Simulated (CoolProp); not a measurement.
A simple Rankine cycle with neopentane: condensing at 295.15 K, boiler at 2.63 MPa, turbine inlet 461.5 K, turbine efficiency 0.65, pump efficiency 0.7, no recuperator. Each further row changes one setting.

The numbers come from the reference Helmholtz-energy equation of state, Lemmon 2006 in CoolProp. It is a short technical equation, of lower accuracy than the large ones.

```json
[
 {"case": "as stated", "thermal efficiency (%)": "12.3", "net work (kJ/kg)": "73.7", "heat in (kJ/kg)": "598", "turbine exit temperature (K)": "406.3", "volume ratio over the turbine": "20.1"},
 {"case": "turbine inlet 481.5 K", "thermal efficiency (%)": "12.1", "net work (kJ/kg)": "79.5", "heat in (kJ/kg)": "655", "turbine exit temperature (K)": "428.7", "volume ratio over the turbine": "19.1"},
 {"case": "condensing temperature 287.15 K", "thermal efficiency (%)": "13.2", "net work (kJ/kg)": "81.3", "heat in (kJ/kg)": "616", "turbine exit temperature (K)": "402.5", "volume ratio over the turbine": "26.2"},
 {"case": "boiler pressure 1.84 MPa", "thermal efficiency (%)": "[?]", "net work (kJ/kg)": "[?]", "heat in (kJ/kg)": "619", "turbine exit temperature (K)": "417.5", "volume ratio over the turbine": "12.8"},
 {"case": "turbine efficiency 0.55", "thermal efficiency (%)": "10.3", "net work (kJ/kg)": "61.4", "heat in (kJ/kg)": "598", "turbine exit temperature (K)": "411.8", "volume ratio over the turbine": "[?]"}
]
```

**Question.** What belongs in the gaps?

**Answer.** 
- boiler pressure 1.84 MPa, thermal efficiency (%): 11.2
- boiler pressure 1.84 MPa, net work (kJ/kg): 69.3
- turbine efficiency 0.55, volume ratio over the turbine: 20.4
